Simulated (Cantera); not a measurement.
A perfectly stirred reactor is fed with CH4 : C2H6 : C3H8 : O2 : N2 = 1 : 0.082 : 0.57 : 3.95 : 14.9 (molar parts), equivalence ratio 1.3, at 760 Torr; it is adiabatic with a 698 K inlet, and is followed from long to short residence time, starting on the burning branch (τ in s: 0.36, 0.16, 0.068, 0.029, 0.013, 0.0054, 0.0023, 0.001, 0.00043, 0.00019, 8.1e-05).

Computed with Cantera and GRI-Mech 3.0 (53 species, 325 reactions). GRI-Mech 3.0 was tuned for natural gas; its chemistry of propane as a main component is partial and can be far from experiment.

Question: What does this change do: inlet temperature 698 to 498 K?

Answer: 
```csv
quantity,before,after
"blow-out, bracketed by the residence times tried","burning at 81.0 µs, the shortest tried","burning at 81.0 µs, the shortest tried"
x(CH4) at τ = 0.360 s,1.18e-6,4.01e-6
x(C2H6) at τ = 0.360 s,2.92e-9,5.89e-9
x(C3H8) at τ = 0.360 s,2.00e-8,3.58e-8
x(H) at τ = 0.360 s,0.00270,0.00169
x(H2) at τ = 0.360 s,0.0355,0.0366
x(CH4) at τ = 5.40 ms,1.80e-5,2.74e-5
x(C2H6) at τ = 5.40 ms,1.52e-7,2.41e-7
x(C3H8) at τ = 5.40 ms,8.39e-7,1.21e-6
x(H) at τ = 5.40 ms,0.00625,0.00559
x(H2) at τ = 5.40 ms,0.0362,0.0369
```
